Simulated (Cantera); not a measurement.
Input: 1 mol SiCl4, 0.56 mol Cl2, 17 mol H2, at 8250 Torr.

Cantera equilibrium calculation (NASA polynomials, part measured and part estimated; ideal gas, pure solids and liquids). Candidate condensed phases: Si; 19 gas species. The tables' values for SiCl3 are old estimates; treat these amounts as uncertain. Kinetics and transport are ignored. All values below are at 1350 K.

Base state: H2 0.860, HCl 0.0860, SiCl4 0.0307, SiHCl3 0.0176, SiCl3 0.00274, SiH2Cl2 0.00147, SiCl2 0.00122, SiH3Cl 3.49e-5 (mole fractions); condensed: gas only.

What changes in the equilibrium state with this change: pressure from 8250 Torr to 113 Torr?


| species | before | after |
|---|---|---|
| H2 | 0.860 | 0.829 |
| HCl | 0.0860 | 0.119 |
| SiCl2 | 0.00122 | 0.0224 |
| SiHCl3 | 0.0176 | 0.00610 |
| SiCl4 | 0.0307 | 0.0153 |
| SiH3Cl | 3.49e-5 | 5.90e-6 |
| SiH2Cl2 | 0.00147 | 0.000356 |
